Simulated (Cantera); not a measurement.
Cantera with NASA thermochemical tables; ideal gases at 1 bar, condensed phases pure. Values are per mole of reaction as written; species without (g) are pure solids or liquids, kept so even where they would boil at 1 bar.

Cl2(g) + CaF2 → CaCl2 + F2(g)

```
T (K)  ΔH° (kJ)  ΔS° (J/K)  ΔG° (kJ)  log10 K   condensed phases
-----  --------  ---------  --------  -------  -----------------
473       430.0       15.6     422.6   -46.67  CaF2(s), CaCl2(s)
573       429.9       15.3     421.1   -38.39  CaF2(s), CaCl2(s)
673           ?          ?         ?        ?  CaF2(s), CaCl2(s)
773       429.5       14.8     418.1   -28.25  CaF2(s), CaCl2(s)
873       429.1       14.3     416.6   -24.93  CaF2(s), CaCl2(s)
973           ?          ?         ?        ?  CaF2(s), CaCl2(s)
1073      457.1       41.0     413.1   -20.11  CaF2(s), CaCl2(l)
1173      457.9       41.7     409.0   -18.21  CaF2(s), CaCl2(l)
1273      458.4       42.2     404.8   -16.61  CaF2(s), CaCl2(l)
1373          ?          ?         ?        ?  CaF2(s), CaCl2(l)
1473          ?          ?         ?        ?  CaF2(s), CaCl2(l)
```

Some entries are withheld; supply them.


- 673, ΔH° (kJ): 429.7
- 673, ΔS° (J/K): 15.1
- 673, ΔG° (kJ): 419.6
- 673, log10 K: -32.56
- 973, ΔH° (kJ): 428.6
- 973, ΔS° (J/K): 13.7
- 973, ΔG° (kJ): 415.2
- 973, log10 K: -22.29
- 1373, ΔH° (kJ): 458.7
- 1373, ΔS° (J/K): 42.3
- 1373, ΔG° (kJ): 400.5
- 1373, log10 K: -15.24
- 1473, ΔH° (kJ): 452.9
- 1473, ΔS° (J/K): 38.3
- 1473, ΔG° (kJ): 396.5
- 1473, log10 K: -14.06
